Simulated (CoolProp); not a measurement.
Vapour-liquid equilibrium of cyclohexane (1) + dimethyl carbonate (2) at 469.2 K; x and y are mole fractions of (1).

Computed with CoolProp (multi-fluid Helmholtz-energy mixture model, Zhou 2014 and Zhou 2011; pair parameters Bell 2016).

```json
[
 {"x": "0.05", "bubble pressure (MPa)": "1.335", "y at the bubble point": "0.093", "dew pressure at overall composition x (MPa)": "(withheld)", "liquid density (mol/L)": "8.716"},
 {"x": "0.15", "bubble pressure (MPa)": "1.455", "y at the bubble point": "0.229", "dew pressure at overall composition x (MPa)": "1.385", "liquid density (mol/L)": "8.379"},
 {"x": "0.25", "bubble pressure (MPa)": "1.534", "y at the bubble point": "0.328", "dew pressure at overall composition x (MPa)": "1.473", "liquid density (mol/L)": "(withheld)"},
 {"x": "0.35", "bubble pressure (MPa)": "1.583", "y at the bubble point": "0.406", "dew pressure at overall composition x (MPa)": "(withheld)", "liquid density (mol/L)": "7.800"},
 {"x": "0.45", "bubble pressure (MPa)": "(withheld)", "y at the bubble point": "(withheld)", "dew pressure at overall composition x (MPa)": "1.601", "liquid density (mol/L)": "7.565"},
 {"x": "0.55", "bubble pressure (MPa)": "1.610", "y at the bubble point": "0.538", "dew pressure at overall composition x (MPa)": "1.608", "liquid density (mol/L)": "7.368"},
 {"x": "0.65", "bubble pressure (MPa)": "1.592", "y at the bubble point": "0.604", "dew pressure at overall composition x (MPa)": "1.568", "liquid density (mol/L)": "7.210"},
 {"x": "0.75", "bubble pressure (MPa)": "1.549", "y at the bubble point": "(withheld)", "dew pressure at overall composition x (MPa)": "1.494", "liquid density (mol/L)": "7.091"},
 {"x": "0.85", "bubble pressure (MPa)": "1.473", "y at the bubble point": "(withheld)", "dew pressure at overall composition x (MPa)": "1.403", "liquid density (mol/L)": "(withheld)"},
 {"x": "0.95", "bubble pressure (MPa)": "1.350", "y at the bubble point": "0.907", "dew pressure at overall composition x (MPa)": "1.309", "liquid density (mol/L)": "6.947"}
]
```

Question: What belongs in the gaps?

Answer: 
- 0.05, dew pressure at overall composition x (MPa): 1.297
- 0.25, liquid density (mol/L): 8.073
- 0.35, dew pressure at overall composition x (MPa): 1.550
- 0.45, bubble pressure (MPa): 1.607
- 0.45, y at the bubble point: 0.474
- 0.75, y at the bubble point: 0.679
- 0.85, y at the bubble point: 0.774
- 0.85, liquid density (mol/L): 7.005

y crosses x between x = 0.45 and 0.55: the model has an azeotrope there.

Pair parameters are fitted to limited data, so mixtures are less certain than the pure fluids.
